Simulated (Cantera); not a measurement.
An isothermal plug-flow reactor at 675 K and 42000 Pa (inlet), inlet velocity 0.43 m/s, active area per volume 290 1/m; feed H2 : O2 : N2 : H2O = 0.01 : 0.057 : 0.79 : 0.035 (molar parts), equivalence ratio 0.088.

Model: Deutschmann's 1995 Pt surface mechanism with GRI-Mech 3.0 gas chemistry, integrated in Cantera. Catalytic surfaces can have several steady states; this one follows from the mechanism file's or the stated starting coverage. Mass transfer to the wall is taken as infinitely fast.

**Question.** Predict: x(H2) at z = 0.0054 m; x(O2) at z = 0.0054 m; x(H2O) at z = 0.0054 m; θ(free Pt) at the exit; θ(O*) at the exit; θ(OH*) at the exit.

**Answer.** 
```
Item                      Result
----------------------  --------
x(H2) at z = 0.0054 m   0.000219
x(O2) at z = 0.0054 m     0.0587
x(H2O) at z = 0.0054 m    0.0505
θ(free Pt) at the exit    0.0127
θ(O*) at the exit          0.983
θ(OH*) at the exit       0.00380
```
